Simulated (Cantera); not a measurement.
A perfectly stirred reactor is fed with 21.1 % H2, 16.5 % O2, 62.1 % N2, 0.338 % NO, at 100000 Pa; it is adiabatic with a 425 K inlet, and is followed from long to short residence time, starting on the burning branch (τ in s: 0.22, 0.096, 0.042, 0.019, 0.0081, 0.0036, 0.0016, 0.00069, 0.0003, 0.00013, 5.8e-05).

Detailed kinetics in Cantera: GRI-Mech 3.0 (53 species, 325 reactions). The mechanism lacks 2 NO + O2 → 2 NO2 and HONO, so NO2 and the effect of NO are under-described below about 1400 K.

x: mole fraction; the columns are a selection and need not sum to one.

```tsv
τ (s)	T (K)	x H2	x O2	x NO	x OH	x H2O2
0.22	2007	0.000371	0.0656	0.00381	0.00274	1.21e-7
0.096	2005	0.000473	0.0656	0.00379	0.00304	1.29e-7
0.042	2000	0.000680	0.0655	0.00378	0.00359	…
0.019	1992	0.00105	0.0653	0.00377	0.00439	…
0.0081	1978	0.00177	0.0652	0.00377	0.00557	…
0.0036	1956	0.00292	0.0651	0.00376	0.00696	…
0.0016	1922	0.00474	0.0651	0.00375	0.00847	…
0.00069	1867	0.00751	0.0656	0.00373	0.00991	…
0.00030	1787	0.0112	0.0667	0.00371	0.0108	…
0.00013	1679	0.0161	0.0689	0.00369	0.0107	…
5.8e-5	1547	0.0229	0.0731	0.00365	0.00941	…
```

**Question.** What belongs in the gaps?

**Answer.** 
- 0.042, x H2O2: 1.46e-7
- 0.019, x H2O2: 1.77e-7
- 0.0081, x H2O2: 2.31e-7
- 0.0036, x H2O2: 3.08e-7
- 0.0016, x H2O2: 4.21e-7
- 0.00069, x H2O2: 6.06e-7
- 0.00030, x H2O2: 9.38e-7
- 0.00013, x H2O2: 1.64e-6
- 5.8e-5, x H2O2: 3.16e-6
